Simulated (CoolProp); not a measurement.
Cyclopentane along the isotherm 520.4 K: Z from the reference equation and from simpler models built on Tc = 511.7 K, pc = 4.583 MPa, ω = 0.202; each cubic takes its own stable root.

Model: reference Helmholtz-energy equation of state, Gedanitz 2015, in CoolProp.

```tsv
p (MPa)	phase	reference
3.06	gas	0.7312
6.11	supercritical	0.2456
9.17	supercritical	0.3171
12.2	supercritical	0.3979
15.3	supercritical	0.4802
18.3	supercritical	0.5585
21.4	supercritical	0.6381
24.4	supercritical	0.7139
27.5	supercritical	0.7911
30.6	supercritical	0.8673
33.6	supercritical	0.9402
36.7	supercritical	1.015
39.7	supercritical	1.086
42.8	supercritical	1.159
45.8	supercritical	1.229
```

**Question.** How far does each simpler model (van der Waals, Redlich-Kwong, Soave-Redlich-Kwong) lie from the reference over these 15 states: mean and median of the absolute difference, and the worst?

**Answer.** 
- van der Waals: mean 31.2 %, median 32.3 %, worst +36.3 % at 520.4 K and 9.17 MPa
- Redlich-Kwong: mean 5.2 %, median 3.3 %, worst +18.0 % at 520.4 K and 6.11 MPa
- Soave-Redlich-Kwong: mean 5.6 %, median 3.6 %, worst +20.2 % at 520.4 K and 6.11 MPa
